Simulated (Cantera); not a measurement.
Input: 1 mol PbO, 1.1 mol CH₄, 10 mol H₂, at 873.15 K.

Equilibrium computed with Cantera from the NASA thermochemical tables; the gas is ideal and each condensed phase is pure. Candidate condensed phases: C, C₆H₆, C₇H₈, C₈H₁₈, H₂O, Pb, PbO, PbO₂, Pb₃O₄; 113 gas species. Rates play no part.

Q: Which condensed phases are stable at each of these points (P (Pa)): 10, 100, 1000, 10000, 100000, 1000000?

A: 
```json
[
 {"P (Pa)": "10", "condensed phases": "C(graphite) + Pb(l)", "Pb condensed (%)": "91.5"},
 {"P (Pa)": "100", "condensed phases": "C(graphite) + Pb(l)", "Pb condensed (%)": "99.2"},
 {"P (Pa)": "1000", "condensed phases": "C(graphite) + Pb(l)", "Pb condensed (%)": "99.9"},
 {"P (Pa)": "10000", "condensed phases": "Pb(l)", "Pb condensed (%)": "100.0"},
 {"P (Pa)": "100000", "condensed phases": "Pb(l)", "Pb condensed (%)": "100.0"},
 {"P (Pa)": "1000000", "condensed phases": "Pb(l)", "Pb condensed (%)": "100.0"}
]
```

From 0.0750 Torr to 7.50 Torr the condensed part is C(graphite) + Pb(l). From 75.0 Torr to 7500 Torr the condensed part is Pb(l).
